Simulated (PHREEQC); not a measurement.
Solution (25 °C): 0.011 mol/kgw HCl, 6e-05 mol/kgw H2SO4 and 0.0021 mol/kgw MnSO4. Closed to the air; pH follows from the charge balance.

Equilibrium calculation in PHREEQC: ion-association model, phreeqc.dat.

Question: The ionic strength comes out as 0.0173 mol/kgw. What activity coefficients do MnCl+, H+, SO4-2, Mn+2, HSO4- get?

Answer: MnCl+ 0.88, H+ 0.90, SO4-2 0.60, Mn+2 0.61, HSO4- 0.88.

Precipitation was switched off in this run.
